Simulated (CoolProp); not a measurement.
n-undecane along the isobar 2.86 MPa: Z from the reference equation and from simpler models built on Tc = 365.7 °C, pc = 1.990 MPa, ω = 0.539; each cubic takes its own stable root.

The numbers come from the reference Helmholtz-energy equation of state, Aleksandrov 2011 in CoolProp. It is a short technical equation, of lower accuracy than the large ones.

```csv
T (°C),phase,reference,van der Waals,Redlich-Kwong,Soave-Redlich-Kwong
49.55,liquid,0.2313,0.4268,0.2905,0.2777
60.85,liquid,0.2262,0.4159,0.2835,0.2704
72.05,liquid,0.2214,0.4059,0.2773,0.2638
83.35,liquid,0.2170,0.3966,0.2715,0.2577
94.55,liquid,0.2130,0.3881,0.2662,0.2522
105.85,liquid,0.2092,0.3801,0.2614,0.2471
117.15,liquid,0.2058,0.3728,0.2570,0.2424
128.35,liquid,0.2027,0.3661,0.2531,0.2382
139.65,liquid,0.1998,0.3598,0.2495,0.2343
150.95,liquid,0.1972,0.3541,0.2463,0.2309
162.15,liquid,0.1948,0.3488,0.2435,0.2278
173.45,liquid,0.1927,0.3440,0.2411,0.2251
184.65,liquid,0.1908,0.3397,0.2390,0.2228
195.95,liquid,0.1891,0.3357,0.2372,0.2209
```
